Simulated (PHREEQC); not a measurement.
Model water analysis in mg/L, 25 °C, pH 5.64, pe 8.9: Na 0.0269; K 0.0178; Ca 0.032; Mg 8.81e-05; Cl 0.0655; S(6) as SO4 0.0269; Alkalinity as HCO3 0.0501; Zn 4.76e-05; Li 0.000409.

Valence states are taken as typed.

All values are PHREEQC results (ion-association model, phreeqc.dat), not measurements.

| Property | Value |
|---|---|
| ionic strength | 6.64e-6 mol/kgw |
| charge-balance error | 0.6 % |

```json
[
 {"species": "CO2", "molality": "1.60e-5", "activity": "1.60e-5", "log γ": "0.000"},
 {"species": "HCO3-", "molality": "3.11e-6", "activity": "3.10e-6", "log γ": "-0.001"},
 {"species": "H+", "molality": "2.30e-6", "activity": "2.29e-6", "log γ": "-0.001"},
 {"species": "Cl-", "molality": "1.85e-6", "activity": "1.84e-6", "log γ": "-0.001"},
 {"species": "Na+", "molality": "1.17e-6", "activity": "1.17e-6", "log γ": "-0.001"},
 {"species": "Ca+2", "molality": "7.98e-7", "activity": "7.89e-7", "log γ": "-0.005"}
]
```

Precipitation was switched off in this run.
